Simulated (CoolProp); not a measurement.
Saturation properties of n-butane.

The numbers come from the reference Helmholtz-energy equation of state, Bücker 2006 in CoolProp.

| T (°C) | p (MPa) | liquid density (kg/m³) | enthalpy of vaporisation (kJ/kg) | vapour viscosity (µPa s) |
|---|---|---|---|---|
| -16.75 | 0.05223 | 618.4 | 399.7 | 6.36 |
| -11.75 | … | 613.2 | 395.5 | 6.48 |
| -6.65 | 0.07969 | 607.8 | 391.1 | 6.61 |
| -1.65 | … | 602.5 | 386.7 | 6.73 |
| 3.35 | 0.1170 | 597.1 | … | … |
| 8.45 | … | 591.5 | 377.6 | 6.97 |
| 13.45 | 0.1672 | 586.0 | 372.9 | 7.10 |
| 18.45 | 0.1975 | 580.4 | 368.0 | 7.22 |
| 23.55 | 0.2325 | 574.5 | 362.9 | 7.35 |

Task: Some entries are withheld; supply them.

Result: 
- -11.75, p (MPa): 0.06468
- -1.65, p (MPa): 0.09694
- 3.35, enthalpy of vaporisation (kJ/kg): 382.3
- 3.35, vapour viscosity (µPa s): 6.85
- 8.45, p (MPa): 0.1406

It boils at -0.5 °C under 1 atm.

Viscosity comes from a separate model (Vogel 1999).
